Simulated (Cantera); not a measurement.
Input: 1 mol Pb, a varied amount of O2, 1.2 mol N2, equilibrated at 1373 K and 0.133 bar.

Equilibrium computed with Cantera from the NASA thermochemical tables; the gas is ideal and each condensed phase is pure. Candidate condensed phases: Pb, PbO, PbO2, Pb3O4; 12 gas species. Gases not in the tables: (PbO)n polymers. Kinetics and transport are ignored.

**Question.** At 0.58 mol O2, list the 5 most abundant gas species with their mole fractions, and the condensed phases.

**Answer.** N2 0.927, O2 0.0617, PbO 0.0112, NO 0.000365, Pb 0.000238. Condensed: PbO(l).
